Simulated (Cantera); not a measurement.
Charge: 1 mol Ti, 1.7 mol CH₄, 40 mol H₂, equilibrated at 1600 K.

Method: chemical equilibrium by Gibbs-energy minimisation in Cantera with the NASA 1993 tables (ideal gas, pure condensed phases). Candidate condensed phases: C, C₆H₆, C₇H₈, C₈H₁₈, Ti, TiC; 77 gas species. TiC: taken at fixed stoichiometry. Equilibrium is a limit: real reactors are often held back by kinetics, nucleation or transport.

log p: log10 of the partial pressure in bar; n: condensed amount in mol.

```tsv
P (Pa)	log p H₂	log p H	log p CH₄	log p C₂H₂ (acetylene)	log p C₂H₄	log p CH₃	log p C₂H₆	n C(graphite)	n TiC(s)
10	-4.00	-6.27	-10.79	-8.56	-13.52	-11.75	<-16	0.698	1.00
37	___	___	___	___	___	___	<-15	0.698	1.00
140	___	___	___	___	___	___	<-14	0.698	1.00
520	-2.28	-5.41	-7.36	-6.84	-10.08	-9.17	<-14	0.697	1.00
1900	-1.72	-5.13	-6.23	-6.28	-8.96	-8.33	-13.05	0.696	1.00
7200	-1.14	-4.84	-5.07	-5.70	-7.80	-7.46	-11.31	0.692	1.00
27000	-0.57	-4.55	-3.92	-5.13	-6.65	-6.60	-9.59	0.678	1.00
100000	0.00	-4.27	-2.79	-4.56	-5.51	-5.74	-7.89	0.627	1.00
```

### Question
Fill in the missing entries.

### Answer

- 140, log p H₂: -2.85
- 140, log p H: -5.69
- 140, log p CH₄: -8.50
- 140, log p C₂H₂ (acetylene): -7.42
- 140, log p C₂H₄: -11.22
- 140, log p CH₃: -10.02
- 37, log p H₂: -3.43
- 37, log p H: -5.98
- 37, log p CH₄: -9.65
- 37, log p C₂H₂ (acetylene): -7.99
- 37, log p C₂H₄: -12.38
- 37, log p CH₃: -10.89
